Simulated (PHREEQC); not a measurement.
Dissolve 14 mmol/kgw NaH2PO4 and 1.4 mmol/kgw HNO3 at 40 °C. Closed to the air; pH follows from the charge balance.

Model: ion-association model, phreeqc.dat, run in PHREEQC.

```
quantity            before    after
-----------------  -------  -------
pH                    3.35     3.47
HPO4-2 (mol/kgw)   2.83e-6  6.08e-6
NaHPO4- (mol/kgw)  4.75e-8  1.40e-7
```

Q: What was changed between the two runs?
A. diluted 100-fold with water
B. temperature from 40 to 10 °C
C. NaH2PO4 from 0.014 to 0.021 mol/kgw
D. HNO3 replaced by Ca(NO3)2 at the same molality
E. HNO3 left out

A: C, NaH2PO4 from 0.014 to 0.021 mol/kgw

No solid was allowed to form. Constants without temperature data keep their 25 °C values here.
